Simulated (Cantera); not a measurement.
Charge: 1 mol SiHCl3, 3.1 mol HCl, a varied amount of H2, at 1123.15 K and 20.0 mbar.

Equilibrium computed with Cantera from the NASA thermochemical tables; the gas is ideal and each condensed phase is pure. Candidate condensed phases: Si; 19 gas species. The tables' values for SiCl3 are old estimates; treat these amounts as uncertain. The numbers say what is thermodynamically allowed, not how fast it happens.

x: gas mole fraction; n: condensed amount in mol.

```
n(H2) (mol)   x H2   x HCl   x SiCl4  x SiHCl3   x SiCl2   x SiCl3  n Si(s)
-----------  -----  ------  --------  --------  --------  --------  -------
4.5          0.631   0.253     0.107   0.00460  0.000977   0.00291        0
8.2          0.738   0.181    0.0716   0.00500   0.00149   0.00293        0
15           0.826   0.122    0.0423   0.00493   0.00218   0.00272        0
27           0.888     [?]       [?]       [?]       [?]   0.00229        0
49           0.930  0.0513    0.0104   0.00322   0.00338   0.00168        0
90           0.955     [?]       [?]       [?]       [?]  0.000924      [?]
160          0.970  0.0261   0.00113  0.000722   0.00149  0.000368    0.379
300          0.982  0.0170  0.000199  0.000197  0.000623   1.00e-4    0.651
```

Problem. Some entries are withheld; supply them.

Solution. 
- 90, x HCl: 0.0352
- 90, x SiCl4: 0.00386
- 90, x SiHCl3: 0.00180
- 90, x SiCl2: 0.00275
- 90, n Si(s): 0.108
- 27, x HCl: 0.0798
- 27, x SiCl4: 0.0225
- 27, x SiHCl3: 0.00429
- 27, x SiCl2: 0.00289
